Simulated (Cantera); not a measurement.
Feed: 1 mol PbO, 0.5 mol H2, at 1350 Torr.

Equilibrium computed with Cantera from the NASA thermochemical tables; the gas is ideal and each condensed phase is pure. Candidate condensed phases: H2O, Pb, PbO, PbO2, Pb3O4; 12 gas species. Each liquid is taken as pure. Mutual solubility and eutectic melting of coexisting phases are not modelled. Gases not in the tables: (PbO)n polymers. Equilibrium is a limit: real reactors are often held back by kinetics, nucleation or transport. All values below are at 1223 K.

Base state: H2O 0.999, Pb 0.000504, H2 0.000340, PbO 6.03e-5 (mole fractions); condensed: Pb(l) + PbO(l).

### Question
What changes in the equilibrium state with this change: PbO replaced by Al2O3?

### Answer
```tsv
species	before	after
H2	0.000340	1.00
H2O	0.999	<1e-9
Pb	0.000504	0
PbO	6.03e-5	0
Pb(l), mol	0.500	0
PbO(l), mol	0.500	0
Al2O3(s), mol	0	1.00
```
Further candidate phases: Al, Al2O3.
